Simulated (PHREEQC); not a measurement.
Dissolve 22 mmol/kgw KHCO3 and 1.7 mmol/kgw KOH at 59 °C. Closed to the air; pH follows from the charge balance.

Model: ion-association model, phreeqc.dat, run in PHREEQC.

### Question
The ionic strength comes out as 0.0254 mol/kgw. What activity coefficients do HCO3-, K+, CO3-2, OH- get?

### Answer
HCO3- 0.86, K+ 0.85, CO3-2 0.54, OH- 0.85.

This is a speciation only: nothing precipitates in the calculation. Constants without temperature data keep their 25 °C values here.
